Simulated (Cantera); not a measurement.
What does this Cantera script print?

```python
import numpy as np
import cantera as ct

gas_names = """
    B BH BH2 BH3 BN BO BO2 B2 B2O B2O2 B2O3 B3O3H3 H HBO HBO2 HNO HNO2 HNO3 HO2 H2 H2O H2O2 H3B3O6 N NH
    NH2 NH3 NH2OH NO NO2 NO3 N2 N2H2 N2H4 N2O O OH O2 O3
""".split()
cond_names = """
    B(b) B(L) BN(s) B2O3(L) B3O3H3(cr) H2O(s) H2O(L)
""".split()


def load(file, names, dense=False):
    # The tables refer to 1 bar. Condensed volumes are neglected.
    table = {s.name: s for s in ct.Species.list_from_file(file)}
    out = []
    for n in names:
        d = dict(table[n].input_data)
        d["thermo"] = dict(d["thermo"], **{"reference-pressure": 1e5})
        if dense:
            d["equation-of-state"] = {"model": "constant-volume", "density": "1e6 g/cm^3"}
        out.append(ct.Species.from_dict(d))
    return out


gas = ct.Solution(thermo="ideal-gas", species=load("nasa_gas.yaml", gas_names))
cond = {s.name: ct.Solution(thermo="fixed-stoichiometry", species=[s], name=s.name)
        for s in load("nasa_condensed.yaml", cond_names, dense=True)}
atoms = {
    'B2O3': {'B': 2, 'O': 3},
    'NH3': {'N': 1, 'H': 3},
}
top_T = {'BN(s)': 3200}  # K; cautious upper limits of use, not melting points


def equilibrate(T, P, feed):
    n = {}
    for name, mol in feed.items():
        for a, k in atoms[name].items():
            n[a] = n.get(a, 0.0) + k * mol
    gas.TPX = T, P, n
    mass = sum(n.values()) * gas.mean_molecular_weight
    gas.equilibrate("TP")
    valid = [c for c in cond.values() if c.min_temp <= T <= top_T.get(c.name, c.max_temp)]
    mix = ct.Mixture([(gas, mass / gas.mean_molecular_weight)] + [(c, 0.0) for c in valid])
    mix.T, mix.P = T, P
    mix.equilibrate("TP", solver="vcs", rtol=1e-11, max_steps=5000)
    return mix


results = []
feed = {'B2O3': 1, 'NH3': 14}  # mol
T = 875  # K
P = 10000  # Pa
mix = equilibrate(T, P, feed)
results.append((T, P, feed, dict(zip(mix.species_names, mix.species_moles))))
print(gas.report(threshold=1e-05))
for i in range(1, mix.n_phases):
    print(f"{mix.phase(i).name:16s} {mix.phase_moles(i):12.5e} mol")
```

Result:

```
       temperature   875 K
          pressure   10000 Pa
           density   0.011734 kg/m^3
  mean mol. weight   8.537 kg/kmol
   phase of matter   gas

                          1 kg             1 kmol
                     ---------------   ---------------
          enthalpy        1.9355e+06        1.6523e+07  J
   internal energy        1.0833e+06         9.248e+06  J
           entropy             23625        2.0169e+05  J/K
    Gibbs function       -1.8737e+07       -1.5995e+08  J
 heat capacity c_p            3563.8             30424  J/K
 heat capacity c_v            2589.9             22110  J/K

                      mass frac. Y      mole frac. X     chem. pot. / RT
                     ---------------   ---------------   ---------------
                H2           0.17671           0.74831           -19.776
               H2O          0.004639         0.0021983           -66.126
               NH3         9.616e-05        4.8202e-05           -43.775
                N2           0.81852           0.24944            -28.22
     [  +35 minor]        2.9237e-05        2.0262e-06

B(b)              0.00000e+00 mol
BN(s)             4.10567e-02 mol
B2O3(L)           9.79392e-01 mol
B3O3H3(cr)        0.00000e+00 mol
```

Cantera equilibrium calculation (NASA polynomials, part measured and part estimated; ideal gas, pure solids and liquids). Gases not in the tables: H3BO3.
